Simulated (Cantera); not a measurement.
A Cantera script and what it prints.

```python
import numpy as np
import cantera as ct

gas_names = """
    B BN BO BO2 B2 B2O B2O2 B2O3 N NO NO2 NO3 N2 N2O O O2 O3
""".split()
cond_names = """
    B(b) B(L) BN(s) B2O3(L)
""".split()


# ... load() reads the species with a 1 bar reference pressure and builds the phases ...
atoms = {
    'B': {'B': 1},
    'O2': {'O': 2},
    'N2': {'N': 2},
}
top_T = {'BN(s)': 3200}  # K; cautious upper limits of use, not melting points


# ... equilibrate(T, P, feed) seeds the gas with the atoms and calls Mixture.equilibrate('TP', solver="vcs", rtol=1e-11, max_steps=5000) ...
results = []
feed = {'B': 1, 'O2': 7.4, 'N2': 2}  # mol
T = 1398  # K
P = 39000  # Pa
mix = equilibrate(T, P, feed)
results.append((T, P, feed, dict(zip(mix.species_names, mix.species_moles))))
print(gas.report(threshold=1e-05))
for i in range(1, mix.n_phases):
    print(f"{mix.phase(i).name:16s} {mix.phase_moles(i):12.5e} mol")
```

It prints:

```
       temperature   1398 K
          pressure   39000 Pa
           density   0.10427 kg/m^3
  mean mol. weight   31.077 kg/kmol
   phase of matter   gas

                          1 kg             1 kmol
                     ---------------   ---------------
          enthalpy        1.1731e+06        3.6456e+07  J
   internal energy        7.9904e+05        2.4832e+07  J
           entropy              8500        2.6416e+05  J/K
    Gibbs function        -1.071e+07       -3.3283e+08  J
 heat capacity c_p            1151.6             35790  J/K
 heat capacity c_v             884.1             27475  J/K

                      mass frac. Y      mole frac. X     chem. pot. / RT
                     ---------------   ---------------   ---------------
                NO        0.00071622        0.00074179           -28.484
                N2           0.20809           0.23084           -28.206
                O2           0.79117            0.7684           -28.762
     [  +14 minor]          2.79e-05        1.6883e-05

B(b)              0.00000e+00 mol
BN(s)             0.00000e+00 mol
B2O3(L)           4.99936e-01 mol
```

These are equilibrium values from Cantera (NASA tables, ideal gas, pure condensed phases), not measurements of a reactor.
